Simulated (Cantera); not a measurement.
A closed system holds: 1 mol SiO2, a varied amount of CH4, 0.013 mol CO, held at 2400 K and 0.0180 bar.

Method: chemical equilibrium by Gibbs-energy minimisation in Cantera with the NASA 1993 tables (ideal gas, pure condensed phases). Candidate condensed phases: C, C6H6, C7H8, C8H18, H2O, Si, SiC, SiO2; 123 gas species. Gases not in the tables: Si2H6 and higher silanes. Rates play no part.

What share of the Si ends up in condensed phases as a function of n(CH4) (mol), at 0.75, 0.96, 1.2, 1.6, 2, 2.6, 3.4?


```json
[
 {"n(CH4) (mol)": "0.75", "Si condensed (%)": "0.0", "as": "-"},
 {"n(CH4) (mol)": "0.96", "Si condensed (%)": "0.0", "as": "-"},
 {"n(CH4) (mol)": "1.2", "Si condensed (%)": "0.0", "as": "-"},
 {"n(CH4) (mol)": "1.6", "Si condensed (%)": "0.0", "as": "-"},
 {"n(CH4) (mol)": "2", "Si condensed (%)": "18.8", "as": "SiC(s)"},
 {"n(CH4) (mol)": "2.6", "Si condensed (%)": "57.1", "as": "SiC(s)"},
 {"n(CH4) (mol)": "3.4", "Si condensed (%)": "64.5", "as": "SiC(s)"}
]
```
